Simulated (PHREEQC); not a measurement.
# Cooling-tower water (model solution)

Model water analysis in mmol/kgw, 20 °C, pH 6.44, pe 12.6:

```tsv
constituent	mmol/kgw
Na	1.28
K	3.14
Ca	4.01
Mg	0.552
Cl	6.2
S(6)	3.06
Alkalinity (meq/kgw)	1.85
Sr	0.0086
Br	0.00264
```

Valence states are taken as typed.

All values are PHREEQC results (ion-association model, phreeqc.dat), not measurements.

```yaml
ionic_strength: 0.0190 mol/kgw
specific_conductance: 1320 µS/cm
charge_balance_error: -2.4 %
```

```
species  molality  activity   log γ
-------  --------  --------  ------
Cl-       0.00620   0.00541  -0.060
Ca+2      0.00346   0.00206  -0.224
K+        0.00311   0.00271  -0.060
SO4-2     0.00243   0.00144  -0.228
HCO3-     0.00180   0.00158  -0.056
CO2       0.00138   0.00138   0.002
Na+       0.00127   0.00111  -0.057
CaSO4    0.000506  0.000509   0.002
```

No solid was allowed to form. Species that the database lacks are ignored.
